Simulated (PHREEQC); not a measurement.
# Alkaline etch or developer: an equilibrium model

A solution holds 0.73 mol NaOH, 7.9e-05 mol K2SiO3 and 0.0012 mol K3PO4 per kg of water, at 25 °C. Closed to the air; pH follows from the charge balance.

Equilibrium calculation in PHREEQC: ion-association model, phreeqc.dat.

This is a speciation only: nothing precipitates in the calculation.

### Question
What pH, activity of water does the model give?

### Answer
pH 13.65; activity of water 0.975.

### Question
In which forms is Si present?

### Answer
H2SiO4-2 90 %, H3SiO4- 9.7 % of the Si.

The ionic strength is past about 0.7 mol/kgw, beyond the range of this activity model, so the values are rough.
